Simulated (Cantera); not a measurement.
# borazine + H2 (boron, boron nitride and boron oxide)

Charge: 1 mol borazine, 25 mol H2.

Cantera equilibrium calculation (NASA polynomials, part measured and part estimated; ideal gas, pure solids and liquids). Candidate condensed phases: B, BN; 15 gas species. The feed counts by its element totals alone. Mutual solubility and eutectic melting of coexisting phases are not modelled. Equilibrium is a limit: real reactors are often held back by kinetics, nucleation or transport.

**Question.** Map the stable condensed phases over T = 1198, 1273, 1348, 1423, 1498, 1573, 1648, 1723, 1798, 1873, 1948, 2023 K and P in Pa = 10, 32, 100, 320, 1000, 3200, 10000, 32000, 100000.

**Answer.** 
```
T in K \ P in Pa
             10     32    100    320   1000   3200  10000  32000 100000
   2023       A      A      A      A      B      B      B      B      C
   1948       A      A      A      B      B      B      B      C      C
   1873       A      B      B      B      B      B      B      C      C
   1798       B      B      B      B      B      B      C      C      C
   1723       B      B      B      B      B      C      C      C      C
   1648       B      B      B      B      C      C      C      C      C
   1573       B      B      B      C      C      C      C      C      C
   1498       B      B      C      C      C      C      C      C      C
   1423       C      C      C      C      C      C      C      C      C
   1348       C      C      C      C      C      C      C      C      C
   1273       C      C      C      C      C      C      C      C      C
   1198       C      C      C      C      C      C      C      C      C
```
A: B; B: B + BN; C: BN.
